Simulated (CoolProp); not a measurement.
Vapour-liquid equilibrium of fluoroethane (R161) (1) + R227EA (2) at 257.3 K; x and y are mole fractions of (1).

The numbers come from the multi-fluid Helmholtz-energy mixture model, Wu 2012 and Lemmon 2016; pair parameters Bell 2016 in CoolProp.

```tsv
x	bubble pressure, mixture model (bar)	bubble pressure, Raoult's law (bar)	y, mixture model	y, Raoult's law
0.05	1.044	1.108	0.060	0.113
0.125	1.074	1.218	0.169	0.256
0.2	1.128	1.328	0.291	0.376
0.275	1.206	1.437	0.415	0.478
0.35	1.306	1.547	0.530	0.565
0.425	1.423	1.657	0.631	0.641
0.5	1.553	1.767	0.716	0.707
0.575	1.691	1.877	0.785	0.766
0.65	1.834	1.986	0.842	0.818
0.725	1.978	2.096	0.888	0.864
0.8	2.122	2.206	0.926	0.906
0.875	2.264	2.316	0.957	0.944
0.95	2.405	2.425	0.984	0.979
```

The largest gap from Raoult's law is -16.1 % in bubble pressure, at x = 0.275. No azeotrope shows between x = 0.05 and 0.95.

The pair parameters rest on a limited set of measurements; away from them the model extrapolates.
